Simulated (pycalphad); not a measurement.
All values are pycalphad results on the COST 507 light-alloy database (1999) (1 atm), not direct measurements. No gas phase is included, though pure Mg would boil below 1377 °C. The data set is of 1999 and partly superseded. Diffusion is slow at the low end, where real alloys seldom reach equilibrium.

Molar enthalpy of Mg-0.29Al-4.38Si (at.%) in equilibrium (SER reference):

| T (°C) | H (kJ/mol) | phases |
|---|---|---|
| 1377 | 50.12 | liquid |
| 1297 | 47.40 | liquid |
| 1217 | 44.68 | liquid |
| 1137 | 41.96 | liquid |
| 1057 | 39.24 | liquid |
| 977 | 36.52 | liquid |
| 897 | 33.80 | liquid |
| 817 | 31.09 | liquid |
| 777 | 29.73 | liquid |
| 737 | 27.45 | liquid + MG2SI |
| 657 | 23.30 | liquid + MG2SI |
| 617 | 13.57 | hcp + MG2SI |
| 577 | 12.34 | hcp + MG2SI |
| 497 | 9.94 | hcp + MG2SI |
| 417 | 7.62 | hcp + MG2SI |
| 337 | 5.36 | hcp + MG2SI |
| 257 | 3.16 | hcp + MG2SI |
| 177 | 1.03 | hcp + MG2SI |
| 97 | -1.04 | hcp + MG2SI |

Cooling from 777 °C to 617 °C, across the freezing range, releases 16.2 kJ/mol, or 660 J/g. The slope is 34 J/(mol K) in the liquid and 31 J/(mol K) just below the solidus, where it includes any heat of precipitation. Liquidus 769 °C, solidus 633 °C. Changes were sought between steps of 40 K, so a narrower field can be missed.

Database names, with the compositions (at.%) that they take in these runs: MG2SI: Mg 67 Si 33.
